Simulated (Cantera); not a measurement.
A freely propagating, adiabatic, planar premixed flame of C₂H₄ : O₂ : N₂ : H₂O = 1 : 2.5 : 6.75 : 1.9 (molar parts), equivalence ratio 1.2, unburnt at 700 K and 4.10 bar; mixture-averaged transport, grid criteria slope 0.08 and curve 0.16, no radiation.

Cantera simulation using GRI-Mech 3.0 (53 species, 325 reactions); the numbers are that mechanism's predictions, not measurements. GRI-Mech 3.0 was tuned for natural gas; its chemistry of ethylene as a main component is partial and can be far from experiment. Burning velocities carry a grid error of a few per cent, more on coarse grids.

Q: How do the results move with these cheaper or finer settings: unity-Lewis-number transport; multicomponent transport; multicomponent+Soret transport; grid criteria slope 0.5, curve 1; grid criteria slope 0.25, curve 0.5; grid criteria slope 0.03, curve 0.06?

A: 
| setting | laminar burning velocity | thermal thickness | peak x(O) | peak x(H₂O₂) | grid points |
|---|---|---|---|---|---|
| as above | 303 cm/s | 0.0599 mm | 0.00376 | 0.000330 | 153 |
| unity-Lewis-number transport | 224 cm/s | 0.0647 mm | 0.00409 | 0.000259 | 151 |
| multicomponent transport | 305 cm/s | 0.0610 mm | 0.00378 | 0.000332 | 153 |
| multicomponent+Soret transport | 302 cm/s | 0.0607 mm | 0.00383 | 0.000345 | 154 |
| grid criteria slope 0.5, curve 1 | 316 cm/s | 0.0680 mm | 0.00377 | 0.000359 | 45 |
| grid criteria slope 0.25, curve 0.5 | 311 cm/s | 0.0634 mm | 0.00378 | 0.000352 | 65 |
| grid criteria slope 0.03, curve 0.06 | 300 cm/s | 0.0588 mm | 0.00378 | 0.000322 | 381 |
The base run took around 11 core-seconds (rough).
Unity Lewis numbers drop preferential diffusion, which matters most where H2 and H carry the flame; Soret adds thermal diffusion.
